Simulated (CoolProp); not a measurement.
cis-2-butene along the isotherm 495.8 K: fugacity coefficient from the reference equation and from simpler models built on Tc = 435.8 K, pc = 4.236 MPa, ω = 0.202; each cubic takes its own stable root.

Model: reference Helmholtz-energy equation of state, Lemmon 2005, in CoolProp. It is a short technical equation, of lower accuracy than the large ones.

```json
[
 {"p (MPa)": "0.0335", "phase": "gas", "reference": "0.9982"},
 {"p (MPa)": "0.0521", "phase": "gas", "reference": "0.9972"},
 {"p (MPa)": "0.0812", "phase": "gas", "reference": "0.9956"},
 {"p (MPa)": "0.126", "phase": "gas", "reference": "0.9932"},
 {"p (MPa)": "0.197", "phase": "gas", "reference": "0.9894"},
 {"p (MPa)": "0.307", "phase": "gas", "reference": "0.9836"},
 {"p (MPa)": "0.477", "phase": "gas", "reference": "0.9745"},
 {"p (MPa)": "0.743", "phase": "gas", "reference": "0.9605"},
 {"p (MPa)": "1.16", "phase": "gas", "reference": "0.9386"},
 {"p (MPa)": "1.8", "phase": "gas", "reference": "0.9056"},
 {"p (MPa)": "2.81", "phase": "gas", "reference": "0.8545"},
 {"p (MPa)": "4.37", "phase": "supercritical", "reference": "0.7783"},
 {"p (MPa)": "6.8", "phase": "supercritical", "reference": "0.6671"},
 {"p (MPa)": "10.6", "phase": "supercritical", "reference": "0.5317"}
]
```

Problem. How far does each simpler model (van der Waals, Redlich-Kwong, Soave-Redlich-Kwong) lie from the reference over these 14 states: mean and median of the absolute difference, and the worst?

Solution. 
- van der Waals: mean 0.3 %, median 0.2 %, worst -1.3 % at 495.8 K and 6.8 MPa
- Redlich-Kwong: mean 0.3 %, median 0.1 %, worst -1.2 % at 495.8 K and 6.8 MPa
- Soave-Redlich-Kwong: mean 0.7 %, median 0.1 %, worst +4.8 % at 495.8 K and 10.6 MPa
